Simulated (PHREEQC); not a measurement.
Make-up at 25 °C: 0.1 mol/kgw ZnSO4 and 0.09 mol/kgw H3BO3. Closed to the air; pH follows from the charge balance.

Model: ion-association model, wateq4f.dat, run in PHREEQC.

Q: The ionic strength comes out as 0.195 mol/kgw. What activity coefficients do Zn(SO4)2-2, Zn+2, HSO4-, SO4-2, H+ get?

A: Zn(SO4)2-2 0.31, Zn+2 0.33, HSO4- 0.73, SO4-2 0.30, H+ 0.80.

Precipitation was switched off in this run. Complexes and solids missing from the database can't appear.
